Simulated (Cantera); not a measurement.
An adiabatic, constant-volume homogeneous reactor starts with C2H4 : O2 : N2 : H2O : H2 = 1 : 4.17 : 15.7 : 5.3 : 0.038 (molar parts), equivalence ratio 0.72, at 1150 K and 0.500 bar.

Computed with Cantera and GRI-Mech 3.0 (53 species, 325 reactions). GRI-Mech 3.0 was tuned for natural gas; its chemistry of ethylene as a main component is partial and can be far from experiment.

Q: Predict: time of steepest temperature rise; temperature at 5.00 s; equilibrium temperature; x(O2) at 5.00 s; x(H2O) at 5.00 s; x(O) at 5.00 s; x(HO2) at 5.00 s.

A: 
```
Property                                                             Value
---------------------------------  ---------------------------------------
time of steepest temperature rise                                  1.19 ms
temperature at 5.00 s                                               2454 K
equilibrium temperature                                             2454 K
x(O2) at 5.00 s                      0.0425 (gas-phase equilibrium 0.0425)
x(H2O) at 5.00 s                       0.263 (gas-phase equilibrium 0.263)
x(O) at 5.00 s                     0.00230 (gas-phase equilibrium 0.00230)
x(HO2) at 5.00 s                   6.32e-6 (gas-phase equilibrium 6.32e-6)
```
